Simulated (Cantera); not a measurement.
Input: 1 mol Ta2O5, 0.81 mol CH4, 0.015 mol CO, held at 980000 Pa.

Equilibrium computed with Cantera from the NASA thermochemical tables; the gas is ideal and each condensed phase is pure. Candidate condensed phases: C, C6H6, C7H8, C8H18, H2O, Ta, TaC, Ta2O5; 113 gas species. Mutual solubility and eutectic melting of coexisting phases are not modelled. TaC: taken at fixed stoichiometry. Condensed phases not in the tables: Ta2C. Equilibrium is a limit: real reactors are often held back by kinetics, nucleation or transport.

x: gas mole fraction; n: condensed amount in mol.

```
T (K)   x H2   x CO    x H2O       x H     x CO2    x CH4   x TaO2  n TaC(s)  n Ta2O5(s)  n Ta2O5(l)
-----  -----  -----  -------  --------  --------  -------  -------  --------  ----------  ----------
1948   0.725  0.265  0.00849  0.000307  0.000708  8.12e-5  1.49e-8     0.237       0.881           0
1998   0.725  0.265  0.00883         ?  0.000707        ?        ?     0.237       0.881           0
2048   0.724  0.265  0.00917  0.000609  0.000706  3.85e-5  1.02e-7     0.238       0.881           0
2098   0.724  0.265  0.00931  0.000836  0.000692  2.78e-5  2.35e-7     0.238           0       0.881
2148   0.724  0.265  0.00941   0.00113  0.000675  2.05e-5  5.10e-7     0.238           0       0.881
2198   0.723  0.265  0.00949   0.00151  0.000660  1.54e-5  1.07e-6     0.238           0       0.881
2248   0.723  0.265  0.00956         ?  0.000645        ?        ?     0.238           0       0.881
2298   0.722  0.265  0.00963   0.00260  0.000631  9.00e-6  4.20e-6     0.238           0       0.881
2348   0.721  0.265  0.00968   0.00335  0.000618  7.01e-6  7.94e-6     0.238           0       0.881
2398   0.721  0.265  0.00972   0.00427  0.000605  5.52e-6  1.46e-5     0.238           0       0.881
2448   0.720  0.265  0.00976   0.00539  0.000593  4.40e-6  2.61e-5     0.238           0       0.881
2498   0.718  0.264  0.00979   0.00675  0.000582  3.54e-6  4.54e-5     0.238           0       0.881
2548   0.717  0.264  0.00980   0.00837  0.000571  2.87e-6  7.72e-5     0.238           0       0.881
```

Task: Some entries are withheld; supply them.

Result: 
- 1998, x H: 0.000436
- 1998, x CH4: 5.53e-5
- 1998, x TaO2: 4.00e-8
- 2248, x H: 0.00200
- 2248, x CH4: 1.17e-5
- 2248, x TaO2: 2.15e-6
